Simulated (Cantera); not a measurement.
## Diamond growth

A diamond (100) surface in a fixed gas of H2 with x(CH4) = 0.028, x(H) = 0.0024, at 900 K, 0.178 atm; coverages are run to steady state.

Computed with Cantera and the Harris–Goodwin 1993 mechanism for the reconstructed diamond (100) surface.

| x(CH3) | growth (µm/h) | θ c6HH | θ c6H* | θ c6*H | θ c6** | θ c6HM |
|---|---|---|---|---|---|---|
| 1e-06 | 0.0563 | 0.692 | 0.0105 | 0.293 | 0.00436 | 0.000351 |
| 2.5e-06 | 0.141 | 0.692 | 0.0105 | 0.292 | 0.00435 | 0.000877 |
| 6.4e-06 | 0.360 | 0.690 | 0.0105 | 0.292 | 0.00435 | 0.00224 |
| 1.6e-05 | 0.895 | 0.688 | 0.0105 | 0.291 | 0.00432 | 0.00558 |
| 4.1e-05 | 2.27 | 0.680 | 0.0103 | 0.288 | 0.00427 | 0.0141 |
| 0.0001 | 5.38 | 0.664 | 0.0101 | 0.280 | 0.00413 | 0.0335 |
| 0.00026 | 13.1 | 0.623 | 0.00946 | 0.263 | 0.00381 | 0.0813 |
| 0.00066 | 28.4 | 0.541 | 0.00819 | 0.228 | 0.00317 | 0.177 |
| 0.0017 | 53.3 | 0.408 | 0.00613 | 0.170 | 0.00216 | 0.332 |
θ: site fractions in the mechanism's names (c6HH fully hydrogenated, c6H* and c6*H radical sites, c6** diradical, c6HM methylated).
